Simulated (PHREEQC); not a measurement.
Dissolve 0.073 mol/kgw H2SO4, 0.0026 mol/kgw Li2SO4 and 0.00058 mol/kgw Na2SO4 at 50 °C. Closed to the air; pH follows from the charge balance.

Computed with PHREEQC (ion-association model, phreeqc.dat).

| quantity | before | after |
|---|---|---|
| pH | 1.17 | 1.22 |
| ionic strength (mol/kgw) | 0.0997 | 0.0859 |
| HSO4- (mol/kgw) | 0.0643 | 0.0713 |
| SO4-2 (mol/kgw) | 0.0118 | 0.00487 |
| LiSO4- (mol/kgw) | 9.53e-5 | 3.85e-5 |

Task: Name the change that produced these shifts.
A) H2SO4 left out
B) Na2SO4 left out
C) temperature from 50 to 90 °C
D) Na2SO4 replaced by K2SO4 at the same molality
E) H2SO4 from 0.073 to 0.0073 mol/kgw

Result: C, temperature from 50 to 90 °C

Precipitation was switched off in this run. Away from 25 °C the constants follow the database's enthalpies or fits; those with neither stay at their 25 °C values.
